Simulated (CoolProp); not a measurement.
Properties of C3F8 (R218) along the isotherm 166.85 °C.

Model: reference Helmholtz-energy equation of state, Lemmon 2006, in CoolProp. It is a short technical equation, of lower accuracy than the large ones.

```tsv
p (MPa)	phase	density (kg/m³)	isothermal compressibility (1/MPa)	expansivity (1/kK)	fugacity coefficient
0.0417	gas	2.148	24.03	2.292	0.9979
0.095	gas	4.906	10.58	2.317	0.9952
0.216	gas	11.22	4.681	2.374	0.9891
0.492	gas	25.94	2.085	2.512	0.9753
1.12	gas	61.10	0.9490	2.870	0.9444
2.55	gas	151.5	0.4550	3.945	0.8763
5.8	supercritical	416.0	0.2133	6.908	0.7400
13.2	supercritical	866.2	0.03896	4.509	0.5828
```
